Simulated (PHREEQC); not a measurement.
Solution (20 °C): 0.0013 mol/kgw HCl, 0.017 mol/kgw Li2SO4 and 0.06 mol/kgw NiSO4. Closed to the air; pH follows from the charge balance.

Model: ion-association model, wateq4f.dat, run in PHREEQC.

| quantity | before | after |
|---|---|---|
| pH | 3.36 | 3.31 |
| ionic strength (mol/kgw) | 0.177 | 0.147 |
| SO4-2 (mol/kgw) | 0.0468 | 0.0368 |
| NiSO4 (mol/kgw) | 0.0272 | 0.0254 |
| HSO4- (mol/kgw) | 0.000752 | 0.000693 |
| SI of Morenosite (NiSO4:7H2O) | -1.43 | -1.46 |
| SI of Ni(OH)2 (Ni(OH)2) | -5.69 | -5.74 |

**Question.** Which change was made?
A) Li2SO4 from 0.017 to 0.0034 mol/kgw
B) HCl from 0.0013 to 0.00013 mol/kgw
C) Li2SO4 from 0.017 to 0.085 mol/kgw
D) HCl replaced by ZnCl2 at the same molality

**Answer.** A, Li2SO4 from 0.017 to 0.0034 mol/kgw

This is a speciation only: nothing precipitates in the calculation.
